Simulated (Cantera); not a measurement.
An isothermal, constant-pressure homogeneous reactor starts with NH3 : N2 = 1 : 1 (molar parts), at 1923 K and 0.180 bar. Integrator tolerance rtol = 1e-08.

Computed with Cantera and the gas-phase N/H chemistry of the illustrative SiF4/NH3 mechanism in the Surface Chemkin manual (1991). Walls and surfaces, which speed up NH3 decomposition in real reactors, are not modelled.

### Question
What does this change do: temperature 1923 to 1950 K?

### Answer
```tsv
quantity	before	after
x(NH3) at 2.00 s	0.0103 (gas-phase equilibrium 1.02e-6)	0.00303 (gas-phase equilibrium 9.76e-7)
x(NH2) at 2.00 s	4.21e-5 (gas-phase equilibrium 9.16e-9)	2.10e-5 (gas-phase equilibrium 1.07e-8)
x(N2H4) at 2.00 s	2.82e-10 (gas-phase equilibrium <1e-12)	5.55e-11 (gas-phase equilibrium <1e-12)
x(N2H2) at 2.00 s	2.44e-8 (gas-phase equilibrium <1e-12)	7.23e-9 (gas-phase equilibrium <1e-12)
x(N) at 2.00 s	4.46e-7 (gas-phase equilibrium 4.71e-10)	5.49e-7 (gas-phase equilibrium 7.14e-10)
x(H) at 2.00 s	0.000709 (gas-phase equilibrium 0.00158)	0.00120 (gas-phase equilibrium 0.00192)
```
